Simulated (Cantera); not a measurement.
Input: 1 mol HMDSO, 0.35 mol H2O, 120 mol N2, held at 10.0 Torr.

These are equilibrium values from Cantera (NASA tables, ideal gas, pure condensed phases), not measurements of a reactor. Candidate condensed phases: C, C6H6, C7H8, C8H18, H2O, Si, SiC, SiO2, Si2N2O, Si3N4; 151 gas species. The feed counts by its element totals alone. N2 is the only nitrogen source here; it is nearly inert below about 1500 K, so the nitride shown seldom forms there in practice. Mutual solubility and eutectic melting of coexisting phases are not modelled. Equilibrium is a limit: real reactors are often held back by kinetics, nucleation or transport.

x: gas mole fraction; n: condensed amount in mol.

```
T (°C)   x N2    x H2      x CO     x HCN       x H  n C(graphite)  n SiO2(β-quartz)  n Si2N2O(s)  n SiC(s)
------  -----  ------  --------  --------  --------  -------------  ----------------  -----------  --------
577     0.927  0.0727  0.000149   7.94e-8  4.78e-11           5.98             0.220        0.890         0
677     0.925  0.0727   0.00213   5.79e-7   1.30e-9           5.72            0.0508        0.975         0
777     0.925  0.0726   0.00272   2.88e-6   1.89e-8           5.65                 0         1.00         0
877     0.925  0.0726   0.00272   1.08e-5   1.74e-7           5.65                 0         1.00         0
977     0.925  0.0726   0.00272   3.29e-5   1.13e-6           5.65                 0        1.000         0
1077    0.925  0.0726   0.00272   8.44e-5   5.56e-6           5.64                 0        1.000         0
1177    0.925  0.0725   0.00273  0.000190   2.21e-5           5.62                 0        0.999   0.00220
1277    0.918  0.0713    0.0103  0.000380   7.28e-5           2.61                 0            0      2.00
1377    0.918  0.0711    0.0103         …         …           2.56                 0            0      2.00
1477    0.917  0.0706    0.0103         …         …           2.50                 0            0      1.99
1577    0.917  0.0698    0.0103   0.00197   0.00123           2.40                 0            0      1.99
```

Complete the blanks.


- 1377, x HCN: 0.000705
- 1377, x H: 0.000210
- 1477, x HCN: 0.00122
- 1477, x H: 0.000535
